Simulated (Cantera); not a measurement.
A closed system holds: 1 mol c-C₄F₈, 0.11 mol H₂, at 0.133 bar.

Method: chemical equilibrium by Gibbs-energy minimisation in Cantera with the NASA 1993 tables (ideal gas, pure condensed phases). Candidate condensed phases: C, C₆H₆, C₇H₈, C₈H₁₈; 95 gas species. The feed counts by its element totals alone. The tables' values for C₂F₄ are old estimates; treat these amounts as uncertain. Gases not in the tables: C₂F₆ and larger saturated fluorocarbons. Rates play no part.

x: gas mole fraction; n: condensed amount in mol.

```
T (K)     x CF₄       x F     x CF₂    x HF      x CF     x CF₃  n C(graphite)
-----  --------  --------  --------  ------  --------  --------  -------------
1523      0.898   1.28e-5  0.000156   0.102   2.58e-9   6.30e-5           2.05
1723      0.896  0.000233   0.00199   0.101   2.18e-7  0.000501           2.05
1923      0.880   0.00231    0.0147   0.101   7.22e-6   0.00254           2.04
2123      0.808    0.0147    0.0715  0.0966  0.000120   0.00895           1.98
2323      0.596    0.0638     0.233  0.0843   0.00116    0.0212           1.78
2523      0.252     0.189     0.462  0.0625   0.00662    0.0278           1.37
2723        ___       ___     0.499     ___       ___       ___            ___
2923        ___       ___       ___     ___       ___       ___            ___
3123   0.000332     0.661     0.196  0.0326    0.0976   0.00146           1.82
```

Task: Fill in the missing entries.

Result: 
- 2723, x CF₄: 0.0442
- 2723, x F: 0.372
- 2723, x HF: 0.0457
- 2723, x CF: 0.0227
- 2723, x CF₃: 0.0164
- 2723, n C(graphite): 1.20
- 2923, x CF₄: 0.00436
- 2923, x F: 0.545
- 2923, x CF₂: 0.353
- 2923, x HF: 0.0378
- 2923, x CF: 0.0534
- 2923, x CF₃: 0.00563
- 2923, n C(graphite): 1.56
